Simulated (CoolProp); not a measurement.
Toluene at 293.15 K and 0.398 MPa is throttled through a valve to 0.204 MPa with no heat exchange. Each further row changes one setting.

Values from CoolProp's reference Helmholtz-energy equation of state, Lemmon 2006. It is a short technical equation, of lower accuracy than the large ones.

| case | temperature change (K) |
|---|---|
| as stated | +0.1 |
| outlet pressure 0.0612 MPa | +0.2 |
| outlet pressure 0.265 MPa | +0.1 |
